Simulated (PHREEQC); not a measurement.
Dissolve 0.016 mol Cu(NO3)2, 0.00084 mol H2SO4 and 0.00013 mol H3BO3 per kg of water at 25 °C. Closed to the air; pH follows from the charge balance.

All values are PHREEQC results (ion-association model, phreeqc.dat), not measurements.

No solid was allowed to form.

Problem. Order these S species by the share of S that they hold, largest first: HSO4-, CuSO4, SO4-2.

Solution. SO4-2 (56 %), CuSO4 (40 %), HSO4- (4.3 %)

The pH is 2.85 and the ionic strength 0.0491 mol/kgw.
